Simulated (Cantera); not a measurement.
A counterflow diffusion flame at 1.01 bar, nozzles 20 mm apart: fuel side CH₄ : N₂ = 1 : 1.8 (molar parts) at 323 K, oxidiser side O₂ : N₂ = 0.21 : 0.79 (molar parts) at 575 K, fuel mass flux 1 times the oxidiser's; mixture-averaged transport, no radiation.

Detailed kinetics in Cantera: GRI-Mech 3.0 (53 species, 325 reactions). GRI-Mech 3.0 has no aromatics or soot, which form on the fuel side of real flames. The maximum strain rate includes the flame's own expansion and is several times the mean.

x: mole fraction; the columns are a selection and need not sum to one.

```json
[
 {"oxidiser flux (kg/m²/s)": "0.25", "max strain (1/s)": "152", "mean strain (1/s)": "34.4", "T max (K)": "1969", "peak x OH": "0.00525", "peak x H": "0.00252", "peak x NO": "0.000178", "peak x CO": "0.0346", "peak x C₂H₂": "0.00456"},
 {"oxidiser flux (kg/m²/s)": "0.35", "max strain (1/s)": "206", "mean strain (1/s)": "48.2", "T max (K)": "1953", "peak x OH": "0.00526", "peak x H": "0.00265", "peak x NO": "0.000159", "peak x CO": "0.0347", "peak x C₂H₂": "0.00427"},
 {"oxidiser flux (kg/m²/s)": "0.49", "max strain (1/s)": "282", "mean strain (1/s)": "67.4", "T max (K)": "1937", "peak x OH": "0.00523", "peak x H": "0.00277", "peak x NO": "0.000138", "peak x CO": "0.0349", "peak x C₂H₂": "0.00398"},
 {"oxidiser flux (kg/m²/s)": "0.69", "max strain (1/s)": "388", "mean strain (1/s)": "94.9", "T max (K)": "1919", "peak x OH": "0.00516", "peak x H": "0.00287", "peak x NO": "0.000114", "peak x CO": "0.0352", "peak x C₂H₂": "…"},
 {"oxidiser flux (kg/m²/s)": "0.96", "max strain (1/s)": "528", "mean strain (1/s)": "132", "T max (K)": "1898", "peak x OH": "0.00502", "peak x H": "0.00293", "peak x NO": "9.03e-5", "peak x CO": "0.0356", "peak x C₂H₂": "…"},
 {"oxidiser flux (kg/m²/s)": "1.3", "max strain (1/s)": "702", "mean strain (1/s)": "179", "T max (K)": "1874", "peak x OH": "0.00480", "peak x H": "0.00292", "peak x NO": "6.77e-5", "peak x CO": "0.0359", "peak x C₂H₂": "…"},
 {"oxidiser flux (kg/m²/s)": "1.9", "max strain (1/s)": "1000", "mean strain (1/s)": "261", "T max (K)": "1833", "peak x OH": "0.00435", "peak x H": "0.00276", "peak x NO": "4.01e-5", "peak x CO": "0.0365", "peak x C₂H₂": "…"}
]
```

Question: Fill in the missing entries.

Answer: 
- 0.69, peak x C₂H₂: 0.00364
- 0.96, peak x C₂H₂: 0.00325
- 1.3, peak x C₂H₂: 0.00279
- 1.9, peak x C₂H₂: 0.00208
